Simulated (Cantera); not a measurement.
## Hydrocarbon pyrolysis for carbon deposition

An isothermal, constant-pressure homogeneous reactor starts with 11.9 % C₃H₈, 88.1 % H₂, at 1150 K and 3800 Pa.

Computed with Cantera and GRI-Mech 3.0 (53 species, 325 reactions). GRI-Mech 3.0 was tuned for natural gas; its chemistry of propane as a main component is partial and can be far from experiment. GRI-Mech 3.0 stops at C3 and has no aromatics, soot or wall deposition, so with more carbon than oxygen in the feed, carbon stays in small species such as C2H2 where larger ones or solid carbon would form. Radical loss at walls, strong at low pressure, is not modelled.

```
t (s)      x C₃H₈   x H₂     x CH₄     x CH₃    x C₂H₂    x C₂H₄      x H
--------  -------  -----  --------  --------  --------  --------  -------
0.000300    0.119  0.881   4.59e-5   3.34e-5  1.57e-10   6.74e-5  2.02e-6
0.000754    0.119  0.881  0.000331   9.12e-5   6.78e-9  0.000401  4.99e-6
0.00189     0.116  0.879   0.00205  0.000200   2.35e-7   0.00223  1.07e-5
0.00475     0.108  0.873   0.00914  0.000273   4.74e-6   0.00959  1.53e-5
0.0119     0.0873  0.856    0.0271  0.000251   4.70e-5    0.0281  1.67e-5
0.0300     0.0494  0.827    0.0601  0.000185  0.000317    0.0615  1.87e-5
0.0754     0.0112  0.797    0.0944   7.92e-5   0.00155    0.0942  1.83e-5
0.189     0.00106  0.789     0.104   2.22e-5   0.00385     0.101  8.17e-6
0.475     9.23e-5  0.789     0.105   8.63e-6   0.00611    0.0989  3.40e-6
1.19      4.23e-6  0.789     0.106   5.94e-6   0.00899    0.0957  2.36e-6
3.00      1.27e-6  0.790     0.106   5.66e-6    0.0147    0.0891  2.25e-6
```
x: mole fraction; the columns are a selection and need not sum to one.

Equilibrium at this temperature and pressure: C₃H₈ 5.59e-8, H₂ 0.680, CH₄ 0.296, CH₃ 2.59e-6, C₂H₂ 0.0140, C₂H₄ 0.00982, H 3.18e-7 (gas phase only).
